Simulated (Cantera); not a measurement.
Feed: 1 mol TiO₂, 2.7 mol CO, 1.6 mol CH₄, equilibrated at 1173.15 K and 1330 Pa.

Cantera equilibrium calculation (NASA polynomials, part measured and part estimated; ideal gas, pure solids and liquids). Candidate condensed phases: C, C₆H₆, C₇H₈, C₈H₁₈, H₂O, Ti, TiC, TiO, TiO₂, Ti₂O₃, Ti₃O₅, Ti₄O₇; 113 gas species. Condensed phases not in the tables: Magnéli phases beyond Ti₄O₇. The numbers say what is thermodynamically allowed, not how fast it happens.

Base state: H₂ 0.520, CO 0.480, H₂O 0.000118, CO₂ 8.53e-5, CH₄ 7.01e-5 (mole fractions); condensed: C(graphite) + Ti₄O₇(s).

Problem. What changes in the equilibrium state with this change: TiO₂ replaced by CuO?

Solution. 
| species | before | after |
|---|---|---|
| CO | 0.480 | 0.536 |
| H₂ | 0.520 | 0.464 |
| H₂O | 0.000118 | 0.000117 |
| CO₂ | 8.53e-5 | 0.000107 |
| CH₄ | 7.01e-5 | 5.57e-5 |
| C(graphite), mol | 1.35 | 0.601 |
| Ti₄O₇(s), mol | 0.250 | 0 |
| Cu(s), mol | 0 | 1.000 |
Further candidate phases: Cu, CuO, Cu(OH)₂, Cu₂O.

Problem. What changes in the equilibrium state with this change: TiO₂ replaced by Fe₂O₃?

Solution. 
```
species             before    after
----------------  --------  -------
CO                   0.480    0.475
H₂                   0.520    0.338
CO₂                8.53e-5   0.0980
H₂O               0.000118   0.0887
CH₄                7.01e-5  2.53e-8
C(graphite), mol      1.35        0
Ti₄O₇(s), mol        0.250        0
Fe(α), mol               0     2.00
```
Further candidate phases: Fe, Fe(CO)₅, FeO, Fe(OH)₂, Fe(OH)₃, Fe₂O₃, Fe₃O₄.
